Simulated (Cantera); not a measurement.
# Thermodynamics of carbon deposition, reforming and gasification, feed CH₃OH + H₂O + N₂

Charge: 1 mol CH₃OH, 2.5 mol H₂O, 1.4 mol N₂, at 1400 °C and 0.0100 bar.

Method: chemical equilibrium by Gibbs-energy minimisation in Cantera with the NASA 1993 tables (ideal gas, pure condensed phases). Candidate condensed phases: C, C₆H₆, C₇H₈, C₈H₁₈, H₂O; 136 gas species. Equilibrium is a limit: real reactors are often held back by kinetics, nucleation or transport.

The x(H₂O) is 0.328 and the x(H₂) comes out as 0.323. The x(N₂) comes out as 0.203, the x(CO) comes out as 0.111 and the x(CO₂) is 0.0340. The x(H) comes out as 0.000648 and the x(OH) comes out as 3.16e-5. The gas amount is 6.902 mol and the log10 activity of C(graphite) (absent) comes out as -6.21.
